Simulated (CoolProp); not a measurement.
CH3F (R41) at several states: density (kg/m³) from the reference equation and from simpler models built on Tc = 317.3 K, pc = 5.906 MPa, ω = 0.200; each cubic takes its own stable root.

Values from CoolProp's reference Helmholtz-energy equation of state, Lemmon 2006. It is a short technical equation, of lower accuracy than the large ones.

```
T (K)  p (MPa)          phase  reference
-----  -------  -------------  ---------
390.8     2.25            gas      25.50
422      0.141            gas      1.373
208.6     18.8         liquid      878.4
388.6       27  supercritical      482.3
414.5     2.27            gas      23.89
185.2    0.713         liquid      901.7
```

**Question.** How far does each simpler model (Soave-Redlich-Kwong, Peng-Robinson) lie from the reference over these 6 states: mean and median of the absolute difference, and the worst?

**Answer.** 
- Soave-Redlich-Kwong: mean 10.7 %, median 10.8 %, worst -20.8 % at 388.6 K and 27 MPa
- Peng-Robinson: mean 5.8 %, median 5.2 %, worst -13.9 % at 388.6 K and 27 MPa
